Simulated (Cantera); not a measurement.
What does this Cantera script print?

```python
import numpy as np
import cantera as ct

gas = ct.Solution("gri30.yaml")
gas.TPX = 1323, 1000000, {'CH4': 1, 'H2': 0.06, 'O2': 5.97, 'N2': 22.4, 'CO2': 0.67}
reactor = ct.IdealGasConstPressureReactor(gas, energy="on", clone=False)
net = ct.ReactorNet([reactor])
net.rtol, net.atol = 1e-08, 1e-16
show = ['CH4', 'H2', 'O2', 'C2H4', 'NO', 'N2O', 'O']
times = np.geomspace(2e-06, 3, 15)

steps = ct.SolutionArray(gas, extra=["t"])
rows = []
print(f"{'t/s':>10s}{'T/K':>9s}{'P/Pa':>11s}" + "".join(f"{s:>11s}" for s in show))
for t in times:
    while net.time < t:
        t_next = net.step()
        steps.append(gas.state, t=t_next)
    rows.append([np.interp(t, steps.t, y) for y in (steps.T, steps.P, *steps(*show).X.T)])
    print(f"{t:10.3e}{rows[-1][0]:9.1f}{rows[-1][1]:11.4g}" + "".join(f"{x:11.3e}" for x in rows[-1][2:]))
rate = np.gradient(steps.T, steps.t)
print("integrator steps:", len(steps.t))
if steps.T.max() > steps.T[0] + 200:
    print(f"time of steepest temperature rise: {steps.t[rate.argmax()]:.4e} s")
gas.TPX = 1323, 1000000, {'CH4': 1, 'H2': 0.06, 'O2': 5.97, 'N2': 22.4, 'CO2': 0.67}
gas.equilibrate("HP")
print(f"equilibrium (HP): T = {gas.T:.1f} K  " + "  ".join(f"{s} {gas[s].X[0]:.3e}" for s in show))
```

Result:

```
       t/s      T/K       P/Pa        CH4         H2         O2       C2H4         NO        N2O          O
 2.000e-06   1323.0      1e+06  3.322e-02  1.993e-03  1.983e-01  3.719e-14  2.314e-18  6.090e-14  3.373e-10
 5.523e-06   1323.0      1e+06  3.322e-02  1.993e-03  1.983e-01  1.072e-12  1.060e-17  3.401e-13  6.219e-10
 1.525e-05   1323.0      1e+06  3.322e-02  1.993e-03  1.983e-01  3.174e-11  6.350e-17  2.273e-12  1.615e-09
 4.212e-05   1323.0      1e+06  3.322e-02  1.993e-03  1.983e-01  1.460e-09  5.949e-16  1.793e-11  6.690e-09
 1.163e-04   1323.2      1e+06  3.317e-02  1.987e-03  1.983e-01  1.931e-07  1.496e-14  2.023e-10  5.600e-08
 3.212e-04   1329.1      1e+06  3.219e-02  1.963e-03  1.976e-01  2.078e-05  7.246e-13  2.748e-09  3.117e-07
 8.870e-04   2038.4      1e+06  6.469e-17  2.296e-05  1.307e-01  5.393e-28  9.000e-06  1.103e-06  1.028e-04
 2.449e-03   2038.4      1e+06  8.071e-18  2.295e-05  1.307e-01  5.948e-29  2.441e-05  1.101e-06  1.028e-04
 6.764e-03   2038.3      1e+06  2.631e-20  2.293e-05  1.307e-01  1.901e-31  6.685e-05  1.101e-06  1.027e-04
 1.868e-02   2038.0      1e+06  5.971e-23  2.290e-05  1.306e-01  7.098e-34  1.832e-04  1.100e-06  1.025e-04
 5.159e-02   2037.3      1e+06  3.995e-23  2.279e-05  1.305e-01  1.995e-35  4.982e-04  1.098e-06  1.019e-04
 1.425e-01   2035.5      1e+06  3.839e-23  2.252e-05  1.301e-01  1.909e-35  1.314e-03  1.091e-06  1.003e-04
 3.934e-01   2031.3      1e+06  3.488e-23  2.193e-05  1.292e-01  1.608e-35  3.114e-03  1.080e-06  9.693e-05
 1.086e+00   2026.0      1e+06  3.089e-23  2.119e-05  1.280e-01  1.297e-35  5.429e-03  1.071e-06  9.275e-05
 3.000e+00   2024.3      1e+06  2.968e-23  2.095e-05  1.276e-01  1.209e-35  6.196e-03  1.069e-06  9.140e-05
integrator steps: 1853
time of steepest temperature rise: 5.3116e-04 s
equilibrium (HP): T = 2024.2 K  CH4 4.496e-23  H2 2.095e-05  O2 1.276e-01  C2H4 1.547e-35  NO 6.211e-03  N2O 1.069e-06  O 9.138e-05
```

Computed with Cantera and GRI-Mech 3.0 (53 species, 325 reactions).
